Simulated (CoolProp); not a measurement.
Carbonyl sulfide at several states: density (kg/m³) from the reference equation and from simpler models built on Tc = 105.6 °C, pc = 6369 kPa, ω = 0.098; each cubic takes its own stable root.

Model: reference Helmholtz-energy equation of state, Lemmon 2006, in CoolProp. It is a short technical equation, of lower accuracy than the large ones.

| T (°C) | p (kPa) | phase | reference |
|---|---|---|---|
| -25.25 | 260 | gas | 8.004 |
| 16.85 | 2890 | liquid | 1020 |
| 265.45 | 18000 | supercritical | 319.4 |
| 139.55 | 44.3 | gas | 0.7770 |
| -73.95 | 8170 | liquid | 1234 |
| 195.55 | 64.3 | gas | 0.9929 |

**Question.** How far does each simpler model (van der Waals, Redlich-Kwong, Soave-Redlich-Kwong, Peng-Robinson) lie from the reference over these 6 states: mean and median of the absolute difference, and the worst?

**Answer.** 
- van der Waals: mean 13.3 %, median 4.4 %, worst -35.5 % at 16.85 °C and 2890 kPa
- Redlich-Kwong: mean 2.3 %, median 0.4 %, worst -7.9 % at 16.85 °C and 2890 kPa
- Soave-Redlich-Kwong: mean 3.0 %, median 2.7 %, worst -6.8 % at 16.85 °C and 2890 kPa
- Peng-Robinson: mean 2.2 %, median 0.3 %, worst +7.1 % at -73.95 °C and 8170 kPa
